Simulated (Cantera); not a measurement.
An isothermal, constant-pressure homogeneous reactor starts with C₂H₆ : N₂ = 1 : 38 (molar parts), at 1100 K and 278 Torr. Integrator tolerance rtol = 1e-08.

Computed with Cantera and GRI-Mech 3.0 (53 species, 325 reactions). GRI-Mech 3.0 stops at C3 and has no aromatics, soot or wall deposition, so with more carbon than oxygen in the feed, carbon stays in small species such as C2H2 where larger ones or solid carbon would form.

Question: What does this change do: pressure from 278 Torr to 82.5 Torr?

Answer: 
```tsv
quantity	before	after
x(C₂H₆) at 1.00 s	0.000884 (gas-phase equilibrium 7.52e-6)	0.00314 (gas-phase equilibrium 2.21e-6)
x(CH₃) at 1.00 s	4.89e-7 (gas-phase equilibrium 1.08e-7)	2.28e-6 (gas-phase equilibrium 1.08e-7)
x(CH₂) at 1.00 s	2.08e-12 (gas-phase equilibrium <1e-12)	3.14e-11 (gas-phase equilibrium <1e-12)
x(C₂H₂) at 1.00 s	0.00339 (gas-phase equilibrium 0.00403)	0.00219 (gas-phase equilibrium 0.00584)
x(CH₄) at 1.00 s	0.00192 (gas-phase equilibrium 0.0191)	0.00189 (gas-phase equilibrium 0.0128)
x(HCN) at 1.00 s	6.23e-12 (gas-phase equilibrium 0.0188)	2.06e-11 (gas-phase equilibrium 0.0225)
x(H) at 1.00 s	2.77e-7 (gas-phase equilibrium 5.93e-9)	8.30e-7 (gas-phase equilibrium 1.34e-8)
```
